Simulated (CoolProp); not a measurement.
Model: reference Helmholtz-energy equation of state, Penoncello 2003, in CoolProp.

Q: For CHF3 (R23), give the phase and the isothermal compressibility (1/MPa), conductivity (mW/(m K)) at 137.9 K and 0.142 bar; 173.7 K and 64 bar.

A: 
- 137.9 K and 0.142 bar: liquid; isothermal compressibility 0.000789, conductivity 209
- 173.7 K and 64 bar: liquid; isothermal compressibility 0.00123, conductivity 155

Thermal conductivity comes from a separate model (Shan 2000).
